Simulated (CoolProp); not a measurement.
A single-stage vapour-compression cycle with R11: evaporating at 293.15 K (dew point), condensing at 352.15 K (bubble point), superheat 0 K, subcooling 0 K, compressor efficiency 0.75, no pressure losses. Each further row changes one setting.

The numbers come from the reference Helmholtz-energy equation of state, Jacobsen 1992 in CoolProp.

| case | cooling COP | pressure ratio | discharge temperature (K) | refrigerating effect (kJ/kg) | volumetric capacity (kJ/m³) |
|---|---|---|---|---|---|
| as stated | 3.01 | 5.76 | 372.0 | 129 | 667 |
| evaporating temperature 298.15 K | 3.41 | 4.82 | … | 132 | … |
| condensing temperature 347.15 K | 3.37 | 5.09 | 366.0 | 134 | 691 |
| subcooling 5 K | 3.12 | 5.76 | 372.0 | 134 | 691 |
| superheat 10 K | 3.03 | 5.76 | 383.4 | … | 672 |
| compressor efficiency 0.65 | 2.61 | 5.76 | 381.7 | 129 | 667 |

### Question
What belongs in the gaps?

### Answer

- evaporating temperature 298.15 K, discharge temperature (K): 369.5
- evaporating temperature 298.15 K, volumetric capacity (kJ/m³): 803
- superheat 10 K, refrigerating effect (kJ/kg): 135
